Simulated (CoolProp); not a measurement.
Vapour-liquid equilibrium of dimethyl ether (1) + 1-butene (2) at 0.00193 MPa; x and y are mole fractions of (1).

The numbers come from the multi-fluid Helmholtz-energy mixture model, Wu 2011 and Lemmon 2005; pair parameters Bell 2016 in CoolProp.

### Question
Give the bubble temperature and the first vapour's composition at x = 0.35, 0.425, 0.95. Is there an azeotrope?

### Answer
x = 0.35: 188.4 K, y = 0.636; x = 0.425: 187.6 K, y = 0.690; x = 0.95: 184.4 K, y = 0.968. No azeotrope shows between x = 0.05 and 0.95.

Pair parameters are fitted to limited data, so mixtures are less certain than the pure fluids.
